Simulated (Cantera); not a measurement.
Feed: 1 mol Si3N4, 82 mol H2, at 1525 K.

Cantera equilibrium calculation (NASA polynomials, part measured and part estimated; ideal gas, pure solids and liquids). Candidate condensed phases: Si, Si3N4; 18 gas species. Mutual solubility and eutectic melting of coexisting phases are not modelled. Rates play no part.

### Question
Which condensed phases are stable at each of these points (P (Pa)): 1, 5.20, 27, 140, 720, 3700, 19000, 100000?

### Answer
```
P (Pa)  condensed phases  Si condensed (%)
------  ----------------  ----------------
1                  Si(s)              94.6
5.20               Si(s)              98.9
27                 Si(s)              99.8
140                Si(s)             100.0
720     Si(s) + Si3N4(s)             100.0
3700    Si(s) + Si3N4(s)             100.0
19000   Si(s) + Si3N4(s)             100.0
100000  Si(s) + Si3N4(s)             100.0
```

From 1.00 Pa to 140 Pa the condensed part is Si(s). From 720 Pa to 100000 Pa the condensed part is Si(s) + Si3N4(s).
